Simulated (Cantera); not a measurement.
Input: 1 mol BaF₂, 1 mol H₂O, 6.6 mol N₂, 5 mol H₂, equilibrated at 1102 °C and 1.33 mbar.

Method: chemical equilibrium by Gibbs-energy minimisation in Cantera with the NASA 1993 tables (ideal gas, pure condensed phases). Candidate condensed phases: Ba, BaF₂, BaO, Ba(OH)₂, H₂O; 45 gas species. Mutual solubility and eutectic melting of coexisting phases are not modelled. Equilibrium is a limit: real reactors are often held back by kinetics, nucleation or transport.

Base state: N₂ 0.522, H₂ 0.395, H₂O 0.0776, HF 0.00303, BaF₂ 0.00170, H 5.90e-5, BaF 4.25e-5, Ba(OH)₂ 2.57e-5 (mole fractions); condensed: BaF₂(s) + BaO(s).

Question: What changes in the equilibrium state with this change: temperature from 1102 °C to 1250 °C?

Answer: 
| species | before | after |
|---|---|---|
| N₂ | 0.522 | 0.501 |
| H₂ | 0.395 | 0.379 |
| H₂O | 0.0776 | 0.0705 |
| BaF₂ | 0.00170 | 0.0358 |
| HF | 0.00303 | 0.0119 |
| BaF | 4.25e-5 | 0.00126 |
| BaOH | 2.68e-6 | 3.42e-5 |
| H | 5.90e-5 | 0.000390 |
| BaF₂(s), mol | 0.959 | 0.442 |
| BaO(s), mol | 0.0185 | 0.0681 |
